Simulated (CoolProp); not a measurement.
Values from CoolProp's reference Helmholtz-energy equation of state, Span 1996.

Question: For carbon dioxide, give the phase and the Joule-Thomson coefficient (K/MPa), viscosity (µPa s) at 338.9 K and 6.2 MPa; 386.3 K and 6.2 MPa; 576 K and 6.2 MPa.

Answer: 
- 338.9 K and 6.2 MPa: gas; Joule-Thomson coefficient 7.57, viscosity 18.6
- 386.3 K and 6.2 MPa: gas; Joule-Thomson coefficient 5.44, viscosity 20.4
- 576 K and 6.2 MPa: gas; Joule-Thomson coefficient 2.04, viscosity 27.8

Viscosity comes from a separate model (Laesecke 2017).
